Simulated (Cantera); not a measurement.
Charge: 1 mol SiC, 0.033 mol N2O, 11 mol H2, equilibrated at 1325 K and 6.10e-6 bar.

These are equilibrium values from Cantera (NASA tables, ideal gas, pure condensed phases), not measurements of a reactor. Candidate condensed phases: C, C6H6, C7H8, C8H18, H2O, Si, SiC, SiO2, Si2N2O, Si3N4; 151 gas species. Equilibrium is a limit: real reactors are often held back by kinetics, nucleation or transport.

Task: What is the equilibrium state?

Result: 
* **x(H2)**: 0.993
* **x(N2)**: 0.00298
* **x(CO)**: 0.00149
* **x(SiO)**: 0.00149
* **x(H)**: 0.000660
* **x(Si)**: 1.78e-6
* **n(SiC(s))**: 0.983 mol
* **gas amount**: 11.07 mol
* **log10 activity of Si(s) (absent)**: -0.94
* **log10 activity of C(graphite) (absent)**: -1.53
